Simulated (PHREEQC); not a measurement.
Hard or scaling water

Solution (25 °C): 0.41 mmol/kgw Ca(HCO3)2, 0.26 mmol/kgw CO2 and 11.6 mmol/kgw NaCl. Closed to the air; pH follows from the charge balance.

The numbers come from PHREEQC with the Pitzer model, pitzer.dat.

Precipitation was switched off in this run.

Problem. Predict the pH.

Solution. pH 6.82.

Problem. In which forms is C present?

Solution. HCO3- 76 %, CO2 24 % of the C.
